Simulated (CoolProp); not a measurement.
Nitrous oxide at 298.15 K and 1.44 MPa is throttled through a valve to 0.457 MPa with no heat exchange. Each further row changes one setting.

Model: reference Helmholtz-energy equation of state, Lemmon 2006, in CoolProp. It is a short technical equation, of lower accuracy than the large ones.

```tsv
case	temperature change (K)	final density (kg/m³)
as stated	[?]	8.68
outlet pressure 0.137 MPa	[?]	[?]
outlet pressure 0.594 MPa	[?]	[?]
```

Question: Fill in the missing entries.

Answer: 
- as stated, temperature change (K): -11.4
- outlet pressure 0.137 MPa, temperature change (K): -15.3
- outlet pressure 0.137 MPa, final density (kg/m³): 2.59
- outlet pressure 0.594 MPa, temperature change (K): -9.8
- outlet pressure 0.594 MPa, final density (kg/m³): 11.3
